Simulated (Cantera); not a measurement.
A perfectly stirred reactor is fed with CO : H₂ : CH₄ : O₂ : N₂ = 1 : 0.44 : 1.3 : 6.04 : 22.7 (molar parts), at 1.70 bar; it is adiabatic with a 600 K inlet, and is followed from long to short residence time, starting on the burning branch (τ in s: 0.28, 0.13, 0.06, 0.028, 0.013, 0.006, 0.0028, 0.0013, 0.00061, 0.00028, 0.00013, 6.2e-05).

Computed with Cantera and GRI-Mech 3.0 (53 species, 325 reactions).

Problem. What does this change do: inlet temperature 600 to 800 K?

Solution. 
| quantity | before | after |
|---|---|---|
| blow-out, bracketed by the residence times tried | burning at 0.130 ms, out at 62.0 µs | burning at 62.0 µs, the shortest tried |
| x(CO) at τ = 0.280 s | 0.000183 | 0.000401 |
| x(H₂) at τ = 0.280 s | 4.32e-5 | 0.000105 |
| x(CH₄) at τ = 0.280 s | 2.06e-6 | 8.85e-7 |
| x(CH₂CO) at τ = 0.280 s | 4.47e-11 | 1.08e-11 |
| x(NO) at τ = 0.280 s | 7.79e-5 | 0.000766 |
| x(CO) at τ = 2.80 ms | 0.00313 | 0.00334 |
| x(H₂) at τ = 2.80 ms | 0.000571 | 0.000684 |
| x(CH₄) at τ = 2.80 ms | 4.65e-5 | 2.93e-5 |
| x(CH₂CO) at τ = 2.80 ms | 7.69e-9 | 3.53e-9 |
| x(NO) at τ = 2.80 ms | 1.67e-5 | 5.43e-5 |

Problem. What does this change do: inlet temperature 600 to 325 K?

Solution. 
| quantity | before | after |
|---|---|---|
| blow-out, bracketed by the residence times tried | burning at 0.130 ms, out at 62.0 µs | burning at 0.610 ms, out at 0.280 ms |
| x(CO) at τ = 0.280 s | 0.000183 | 0.000161 |
| x(H₂) at τ = 0.280 s | 4.32e-5 | 2.36e-5 |
| x(CH₄) at τ = 0.280 s | 2.06e-6 | 5.16e-6 |
| x(CH₂CO) at τ = 0.280 s | 4.47e-11 | 5.27e-10 |
| x(NO) at τ = 0.280 s | 7.79e-5 | 6.72e-6 |
| x(CO) at τ = 2.80 ms | 0.00313 | 0.00371 |
| x(H₂) at τ = 2.80 ms | 0.000571 | 0.000469 |
| x(CH₄) at τ = 2.80 ms | 4.65e-5 | 0.000103 |
| x(CH₂CO) at τ = 2.80 ms | 7.69e-9 | 3.04e-8 |
| x(NO) at τ = 2.80 ms | 1.67e-5 | 3.82e-6 |
